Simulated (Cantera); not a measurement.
## Boron, boron nitride and boron oxide: borazine + O₂ + H₂

Charge: 1 mol borazine, 0.14 mol O₂, 1.1 mol H₂, held at 1975 K.

These are equilibrium values from Cantera (NASA tables, ideal gas, pure condensed phases), not measurements of a reactor. Candidate condensed phases: B, BN, B₂O₃, B₃O₃H₃, H₂O; 39 gas species. The feed counts by its element totals alone. Mutual solubility and eutectic melting of coexisting phases are not modelled. The tables' values for BH₂ are old estimates; treat these amounts as uncertain. Kinetics and transport are ignored.

```
P (Pa)   x H₂    x N₂      x H   x HBO      x BO    x HBO₂  n B(s)  n BN(s)
------  -----  ------  -------  ------  --------  --------  ------  -------
10      0.605   0.243    0.106  0.0121    0.0315   6.07e-7    2.71        0
28      0.640   0.249   0.0654  0.0173    0.0262   2.03e-6    2.71        0
77      0.797   0.105   0.0440  0.0280    0.0230   7.91e-6   0.747     1.97
220     0.878  0.0367   0.0273  0.0364    0.0169   2.16e-5  0.0477     2.67
600     0.894  0.0316   0.0167  0.0408    0.0113   6.78e-5       0     2.72
1700    0.901  0.0316  0.00996  0.0434   0.00712  0.000216       0     2.72
4600    0.907  0.0313  0.00608  0.0441   0.00439  0.000601       0     2.73
13000   0.912  0.0304  0.00362  0.0426   0.00251   0.00156       0     2.73
36000   0.918  0.0288  0.00219  0.0383   0.00135   0.00338       0     2.75
100000  0.925  0.0267  0.00132  0.0318  0.000671   0.00619       0     2.77
```
x: gas mole fraction; n: condensed amount in mol.

From 0.000100 bar to 0.000280 bar the condensed part is B(s). From 0.000770 bar to 0.00220 bar the condensed part is B(s) + BN(s). From 0.00600 bar to 1.00 bar the condensed part is BN(s). The main B-bearing gas is BO at 0.000100 bar and HBO at 1.00 bar. The share of B in condensed phases is highest at 1.00 bar (92.3 %) and lowest at 0.000100 bar (90.3 %).
